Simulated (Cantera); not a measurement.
Cantera run:

```python
import numpy as np
import cantera as ct

gas_names = """
    H H2 N NH NH2 NH3 N2 N2H2 N2H4 Si SiH SiH2 SiH3 SiH4 SiN Si2 Si2N Si3
""".split()
cond_names = """
    Si(cr) Si(L) Si3N4(a)
""".split()


def load(file, names, dense=False):
    # The tables refer to 1 bar. Condensed volumes are neglected.
    table = {s.name: s for s in ct.Species.list_from_file(file)}
    out = []
    for n in names:
        d = dict(table[n].input_data)
        d["thermo"] = dict(d["thermo"], **{"reference-pressure": 1e5})
        if dense:
            d["equation-of-state"] = {"model": "constant-volume", "density": "1e6 g/cm^3"}
        out.append(ct.Species.from_dict(d))
    return out


gas = ct.Solution(thermo="ideal-gas", species=load("nasa_gas.yaml", gas_names))
cond = {s.name: ct.Solution(thermo="fixed-stoichiometry", species=[s], name=s.name)
        for s in load("nasa_condensed.yaml", cond_names, dense=True)}
atoms = {
    'Si3N4': {'Si': 3, 'N': 4},
    'H2': {'H': 2},
    'Si': {'Si': 1},
}
top_T = {'Si3N4(a)': 2400}  # K; cautious upper limits of use, not melting points


def equilibrate(T, P, feed):
    n = {}
    for name, mol in feed.items():
        for a, k in atoms[name].items():
            n[a] = n.get(a, 0.0) + k * mol
    gas.TPX = T, P, n
    mass = sum(n.values()) * gas.mean_molecular_weight
    gas.equilibrate("TP")
    valid = [c for c in cond.values() if c.min_temp <= T <= top_T.get(c.name, c.max_temp)]
    mix = ct.Mixture([(gas, mass / gas.mean_molecular_weight)] + [(c, 0.0) for c in valid])
    mix.T, mix.P = T, P
    mix.equilibrate("TP", solver="vcs", rtol=1e-11, max_steps=5000)
    return mix


results = []
feed = {'Si3N4': 1, 'H2': 0.028, 'Si': 0.031}  # mol
P = 73  # Pa
for T in [1525, 1625, 1725, 1825, 1925, 2025, 2125, 2225, 2325, 2425, 2525, 2625, 2725]:
    mix = equilibrate(T, P, feed)
    results.append((T, P, feed, dict(zip(mix.species_names, mix.species_moles))))

top = {s: max(r[3][s] / sum(r[3][g] for g in gas_names) for r in results) for s in gas_names}
cols = sorted((s for s in top if top[s] > 0.001), key=lambda s: -top[s])[:8]
seen = [c for c in cond_names if any(r[3].get(c, 0) > 1e-12 for r in results)]
print("log10 of partial pressures in bar; condensed amounts in mol")
print(f"{'T/K':>10s}" + "".join(f"{s[:9]:>10s}" for s in cols + seen))
for T, P, feed, n in results:
    ng = sum(n[g] for g in gas_names)
    print(f"{T:10.4g}" + "".join(f"{np.log10(max(n[s] / ng * P / 1e5, 1e-99)):10.3f}" for s in cols)
          + "".join(f"{n.get(c, 0):10.4g}" for c in seen))
```

Output:

```
log10 of partial pressures in bar; condensed amounts in mol
       T/K        N2        H2        Si         H       Si2       SiN      Si2N       Si3    Si(cr)     Si(L)  Si3N4(a)
      1525    -4.114    -3.185    -7.724    -6.219   -10.541    -9.718    -9.528   -11.261   0.03595         0    0.9984
      1625    -3.340    -3.566    -6.788    -5.935    -9.325    -8.563    -8.327    -9.966    0.1015         0    0.9765
      1725    -3.144    -5.010    -5.993    -6.236    -8.315    -7.819    -7.575    -8.920         0     3.028         0
      1825    -3.146    -5.030    -5.342    -5.871    -7.529    -7.301    -7.106    -8.158         0     3.017         0
      1925    -3.154    -5.075    -4.759    -5.557    -6.826    -6.840    -6.691    -7.478         0     2.979         0
      2025    -3.182    -5.175    -4.235    -5.303    -6.194    -6.436    -6.327    -6.868         0     2.845         0
      2125    -3.267    -5.409    -3.760    -5.144    -5.622    -6.100    -6.030    -6.317         0     2.356         0
      2225    -3.537    -6.041    -3.374    -5.209    -5.194    -5.936    -5.947    -5.953         0         0         0
      2325    -3.540    -6.374    -3.367    -5.146    -5.494    -6.011    -6.441    -6.659         0         0         0
      2425    -3.541    -6.739    -3.365    -5.117    -5.778    -6.081    -6.901    -7.317         0         0         0
      2525    -3.542    -7.104    -3.363    -5.104    -6.041    -6.147    -7.327    -7.928         0         0         0
      2625    -3.542    -7.454    -3.363    -5.099    -6.286    -6.209    -7.721    -8.494         0         0         0
      2725    -3.542    -7.784    -3.362    -5.097    -6.513    -6.265    -8.087    -9.019         0         0         0
```

Cantera equilibrium calculation (NASA polynomials, part measured and part estimated; ideal gas, pure solids and liquids). Mutual solubility and eutectic melting of coexisting phases are not modelled. The tables' values for SiN are old estimates; treat these amounts as uncertain.
